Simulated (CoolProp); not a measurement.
Values from CoolProp's reference Helmholtz-energy equation of state, de Vries 1995.

Problem. For R124, give the phase and the Z, cp (kJ/(kg K)), isothermal compressibility (1/MPa), viscosity (µPa s) at 78.75 °C and 1.32 MPa; 117.75 °C and 1.32 MPa.

Solution. 
- 78.75 °C and 1.32 MPa: gas; Z 0.768, cp 1.02, isothermal compressibility 1.06, viscosity 15.8
- 117.75 °C and 1.32 MPa: gas; Z 0.855, cp 0.946, isothermal compressibility 0.903, viscosity 17.2

Viscosity comes from a separate model (Bell 2016), an estimate that may be off by 10 % or more.
